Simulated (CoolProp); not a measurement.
A single-stage vapour-compression cycle with n-pentane: evaporating at 305.15 K (dew point), condensing at 360.15 K (bubble point), superheat 8 K, subcooling 8 K, compressor efficiency 0.6, no pressure losses. Each further row changes one setting.

Computed with CoolProp (reference Helmholtz-energy equation of state, Thol 2019).

| case | cooling COP | pressure ratio | discharge temperature (K) | refrigerating effect (kJ/kg) | volumetric capacity (kJ/m³) |
|---|---|---|---|---|---|
| as stated | 2.74 | 4.97 | 370.2 | 259 | 655 |
| evaporating temperature 310.15 K | 3.15 | 4.19 | 369.4 | 267 | 794 |
| condensing temperature 355.15 K | 3.12 | 4.40 | 365.8 | 272 | 688 |
| subcooling 13 K | 2.88 | 4.97 | 370.2 | 272 | 688 |
| superheat 18 K | 2.82 | 4.97 | 380.4 | 277 | 676 |
| compressor efficiency 0.5 | 2.29 | 4.97 | 379.1 | 259 | 655 |
